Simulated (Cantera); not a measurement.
An isothermal, constant-pressure homogeneous reactor starts with CH₄ : H₂ = 1 : 24 (molar parts), at 1800 K and 0.0133 bar.

Detailed kinetics in Cantera: GRI-Mech 3.0 (53 species, 325 reactions). GRI-Mech 3.0 stops at C3 and has no aromatics, soot or wall deposition, so with more carbon than oxygen in the feed, carbon stays in small species such as C2H2 where larger ones or solid carbon would form. Radical loss at walls, strong at low pressure, is not modelled.

x: mole fraction; the columns are a selection and need not sum to one.

| t (s) | x CH₄ | x H₂ | x CH₃ | x C₂H₄ | x C₂H₂ | x C₂H₆ | x C₂H |
|---|---|---|---|---|---|---|---|
| 0.000500 | 0.0400 | 0.960 | (withheld) | 3.78e-9 | 3.16e-11 | 9.47e-10 | <1e-12 |
| 0.00103 | 0.0400 | 0.960 | (withheld) | 3.42e-8 | 6.49e-10 | 6.25e-9 | <1e-12 |
| 0.00213 | 0.0399 | 0.960 | (withheld) | 2.98e-7 | 1.37e-8 | 3.43e-8 | <1e-12 |
| 0.00440 | 0.0398 | 0.960 | (withheld) | 2.45e-6 | 3.03e-7 | 1.58e-7 | <1e-12 |
| 0.00909 | 0.0396 | 0.960 | (withheld) | 1.71e-5 | 6.75e-6 | 6.17e-7 | 2.83e-11 |
| 0.0188 | 0.0388 | 0.959 | (withheld) | 7.51e-5 | 0.000120 | 1.94e-6 | 1.01e-9 |
| 0.0387 | 0.0361 | 0.960 | 0.00121 | 0.000144 | 0.00111 | 3.77e-6 | 1.62e-8 |
| 0.0800 | 0.0294 | 0.963 | 0.00123 | 0.000124 | 0.00435 | 3.37e-6 | 7.97e-8 |
| 0.165 | 0.0201 | 0.968 | (withheld) | 6.50e-5 | 0.00904 | 1.74e-6 | 1.79e-7 |
| 0.341 | 0.0114 | 0.972 | (withheld) | 2.62e-5 | 0.0134 | 6.24e-7 | 2.90e-7 |
| 0.704 | 0.00550 | 0.975 | (withheld) | 1.08e-5 | 0.0164 | 1.62e-7 | 3.90e-7 |
| 1.45 | 0.00242 | 0.977 | (withheld) | 6.71e-6 | 0.0180 | 3.44e-8 | 4.62e-7 |
| 3.00 | 0.00105 | 0.977 | (withheld) | 5.91e-6 | 0.0187 | 6.87e-9 | 5.02e-7 |

Q: Fill in the missing entries.

A: 
- 0.000500, x CH₃: 2.13e-5
- 0.00103, x CH₃: 4.39e-5
- 0.00213, x CH₃: 9.05e-5
- 0.00440, x CH₃: 0.000186
- 0.00909, x CH₃: 0.000381
- 0.0188, x CH₃: 0.000750
- 0.165, x CH₃: 0.000914
- 0.341, x CH₃: 0.000566
- 0.704, x CH₃: 0.000301
- 1.45, x CH₃: 0.000143
- 3.00, x CH₃: 6.51e-5
